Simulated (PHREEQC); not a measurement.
A solution holds 0.72 mol/kgw NaBr and 0.12 mol/kgw MgSO4, at 25 °C. Closed to the air; pH follows from the charge balance.

Equilibrium calculation in PHREEQC: Pitzer model, pitzer.dat.

Precipitation was switched off in this run.

Q: Estimate the activity of water, osmotic coefficient.

A: activity of water 0.973; osmotic coefficient 0.904.

Complexes and solids missing from the database can't appear.
